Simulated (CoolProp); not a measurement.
Normal hydrogen along the isotherm 22.9 K: Z from the reference equation and from simpler models built on Tc = 33.1 K, pc = 1.296 MPa, ω = -0.219; each cubic takes its own stable root.

Computed with CoolProp (reference Helmholtz-energy equation of state, Leachman 2009).

| p (MPa) | phase | reference |
|---|---|---|
| 0.054 | gas | 0.9645 |
| 0.108 | gas | 0.9263 |
| 0.162 | gas | 0.8846 |
| 0.216 | liquid | 0.03375 |
| 0.27 | liquid | 0.04213 |
| 0.324 | liquid | 0.05049 |
| 0.378 | liquid | 0.05882 |
| 0.432 | liquid | 0.06713 |
| 0.486 | liquid | 0.07542 |
| 0.54 | liquid | 0.08368 |
| 0.594 | liquid | 0.09193 |
| 0.648 | liquid | 0.1002 |

Question: How far does each simpler model (van der Waals, Redlich-Kwong) lie from the reference over these 12 states: mean and median of the absolute difference, and the worst?

Answer: 
- van der Waals: mean 221.9 %, median 24.1 %, worst +2465.9 % at 22.9 K and 0.216 MPa
- Redlich-Kwong: mean 27.3 %, median 14.5 %, worst -98.4 % at 22.9 K and 0.108 MPa

At some of these states van der Waals, Redlich-Kwong gives the other phase, because its saturation line lies elsewhere.
